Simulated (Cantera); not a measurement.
An isothermal, constant-pressure homogeneous reactor starts with H2 : O2 : N2 = 0.92 : 1 : 4.3 (molar parts), at 1300 K and 750 Torr. Integrator tolerance rtol = 1e-08.

Detailed kinetics in Cantera: GRI-Mech 3.0 (53 species, 325 reactions). The temperature is held fixed by assumption; the heat of reaction is taken as removed at once.

**Question.** What does this change do: temperature 1300 to 800 K?

**Answer.** 
```tsv
quantity	before	after
x(H2) at 1.00 s	4.56e-8 (gas-phase equilibrium 4.56e-8)	0.148 (gas-phase equilibrium <1e-12)
x(O2) at 1.00 s	0.0937 (gas-phase equilibrium 0.0936)	0.161 (gas-phase equilibrium 0.0937)
x(O) at 1.00 s	5.46e-8 (gas-phase equilibrium 5.45e-8)	<1e-12 (gas-phase equilibrium <1e-12)
x(H2O2) at 1.00 s	2.68e-9 (gas-phase equilibrium 2.68e-9)	1.77e-7 (gas-phase equilibrium 5.67e-12)
x(H2O) at 1.00 s	0.160 (gas-phase equilibrium 0.160)	7.93e-8 (gas-phase equilibrium 0.160)
x(HO2) at 1.00 s	2.58e-8 (gas-phase equilibrium 2.58e-8)	8.59e-8 (gas-phase equilibrium 1.18e-11)
x(N2O) at 1.00 s	2.92e-8 (gas-phase equilibrium 1.67e-8)	<1e-12 (gas-phase equilibrium 1.37e-10)
```
Below about 950 K walls govern HO2 and H2O2 in real vessels.
